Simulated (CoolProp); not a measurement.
Vapour-liquid equilibrium of CF4 (R14) (1) + CHF3 (R23) (2) at -78.65 °C; x and y are mole fractions of (1).

Computed with CoolProp (multi-fluid Helmholtz-energy mixture model, Platzer 1990 and Penoncello 2003; pair parameters Bell 2016). This equation is an older, rougher fit; its heat capacities, sound speeds and derivatives of the liquid may be far off and weren't checked against measurements.

```tsv
x	bubble pressure, mixture model (bar)	bubble pressure, Raoult's law (bar)	y, mixture model	y, Raoult's law
0.05	2.920	1.799	0.581	0.352
0.125	4.986	2.659	0.758	0.596
0.2	6.538	3.518	0.819	0.721
0.275	[?]	4.377	0.849	0.797
0.35	8.480	5.237	0.867	0.848
0.425	9.072	6.096	[?]	0.884
0.5	[?]	6.955	0.888	0.912
0.575	9.919	7.815	0.896	0.933
0.65	10.30	8.674	0.905	0.951
0.725	10.71	9.533	0.916	0.965
0.8	11.16	10.39	[?]	0.976
0.875	11.69	11.25	0.950	0.986
0.95	12.27	12.11	0.976	0.995
```

Question: What belongs in the gaps?

Answer: 
- 0.275, bubble pressure, mixture model (bar): 7.668
- 0.425, y, mixture model: 0.879
- 0.5, bubble pressure, mixture model (bar): 9.528
- 0.8, y, mixture model: 0.930

The largest gap from Raoult's law is +87.5 % in bubble pressure, at x = 0.125. No azeotrope shows between x = 0.05 and 0.95.

Pair parameters are fitted to limited data, so mixtures are less certain than the pure fluids. With so large a gap from Raoult's law the liquid may split in two, which this calculation doesn't test in full.
